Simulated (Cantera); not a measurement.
# Equilibrium for halide evaporation, hydrolysis and transport: NaCl + HCl + H2

Input: 1 mol NaCl, 3.2 mol HCl, 3.1 mol H2, equilibrated at 1.43 Torr.

Cantera equilibrium calculation (NASA polynomials, part measured and part estimated; ideal gas, pure solids and liquids). Candidate condensed phases: Na, NaCl; 10 gas species. Rates play no part.

From 1748 K to 2048 K nothing is condensed. The main Na-bearing gas is NaCl throughout.

| T (K) | x HCl | x H2 | x NaCl | x H | x Cl | x Na |
|---|---|---|---|---|---|---|
| 1748 | 0.435 | 0.422 | 0.135 | 0.00341 | 0.00271 | 0.00132 |
| 1798 | 0.434 | 0.421 | 0.134 | 0.00524 | 0.00413 | 0.00191 |
| 1848 | 0.431 | 0.419 | 0.133 | 0.00787 | 0.00616 | 0.00270 |
| 1898 | 0.428 | 0.416 | 0.132 | 0.0116 | 0.00897 | 0.00375 |
| 1948 | 0.423 | 0.413 | 0.130 | 0.0167 | 0.0128 | 0.00511 |
| 1998 | 0.417 | 0.408 | 0.127 | 0.0235 | 0.0179 | 0.00684 |
| 2048 | 0.408 | 0.402 | 0.123 | 0.0326 | 0.0245 | 0.00899 |
x: gas mole fraction; nothing condenses.
